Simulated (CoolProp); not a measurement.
Vapour-liquid equilibrium of R124 (1) + R142b (2) at 286.7 K; x and y are mole fractions of (1).

Computed with CoolProp (multi-fluid Helmholtz-energy mixture model, de Vries 1995 and Lemmon 2006; pair parameters Bell 2016).

Problem. Give the bubble pressure and the first vapour's composition at x = 0.05, 0.2, 0.95. Is there an azeotrope?

Solution. x = 0.05: 0.2349 MPa, y = 0.054; x = 0.2: 0.2379 MPa, y = 0.212; x = 0.95: 0.2617 MPa, y = 0.958. No azeotrope shows between x = 0.05 and 0.95.

Pair parameters are fitted to limited data, so mixtures are less certain than the pure fluids.
